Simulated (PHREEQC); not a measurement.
Solution (25 °C): 0.93 mol/kgw NaOH, 0.83 mol/kgw KCl and 1.3 mol/kgw LiCl. Closed to the air; pH follows from the charge balance.

All values are PHREEQC results (Pitzer model, pitzer.dat), not measurements.

**Question.** The ionic strength comes out as 3.06 mol/kgw. What activity coefficients do Li+, K+, OH-, Na+, Cl- get?

**Answer.** Li+ 1.2, K+ 0.88, OH- 0.40, Na+ 0.95, Cl- 0.57. Single-ion values are on the MacInnes scale.

No solid was allowed to form. In brines, pH and single-ion activities rest on the MacInnes convention.
